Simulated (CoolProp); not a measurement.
A simple Rankine cycle with n-pentane: condensing at 299.15 K, boiler at 0.413 MPa, turbine inlet 359.7 K, turbine efficiency 0.75, pump efficiency 0.8, no recuperator. Each further row changes one setting.

Computed with CoolProp (reference Helmholtz-energy equation of state, Thol 2019).

| case | thermal efficiency (%) | net work (kJ/kg) | heat in (kJ/kg) | turbine exit temperature (K) | volume ratio over the turbine |
|---|---|---|---|---|---|
| as stated | 10.3 | ___ | 462 | 326.7 | 5.83 |
| turbine inlet 379.7 K | 10.2 | ___ | ___ | 347.4 | 5.76 |
| condensing temperature 291.15 K | 11.6 | 55.6 | 480 | 321.8 | 7.83 |
| boiler pressure 0.289 MPa | ___ | 39.3 | 467 | ___ | 4.01 |
| turbine efficiency 0.65 | 8.9 | 41.2 | 462 | 330.3 | 5.90 |

Question: Some entries are withheld; supply them.

Answer: 
- as stated, net work (kJ/kg): 47.6
- turbine inlet 379.7 K, net work (kJ/kg): 51.2
- turbine inlet 379.7 K, heat in (kJ/kg): 504
- boiler pressure 0.289 MPa, thermal efficiency (%): 8.4
- boiler pressure 0.289 MPa, turbine exit temperature (K): 334.4
